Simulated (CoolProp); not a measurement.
Vapour-liquid equilibrium of R22 (1) + methanol (2) at 318 K; x and y are mole fractions of (1).

Model: multi-fluid Helmholtz-energy mixture model, Kamei 1995 and de Reuck 1993; pair parameters Bell 2016, in CoolProp.

Give the bubble pressure and the first vapour's composition at x = 0.35, 0.45, 0.75. Is there an azeotrope?

x = 0.35: 7.809 bar, y = 0.951; x = 0.45: 9.318 bar, y = 0.961; x = 0.75: 13.19 bar, y = 0.980. No azeotrope shows between x = 0.05 and 0.95.

Pair parameters are fitted to limited data, so mixtures are less certain than the pure fluids. The gap from Raoult's law changes sign with composition, which may be real or a fault of the pair parameters; it wasn't checked against measurements.
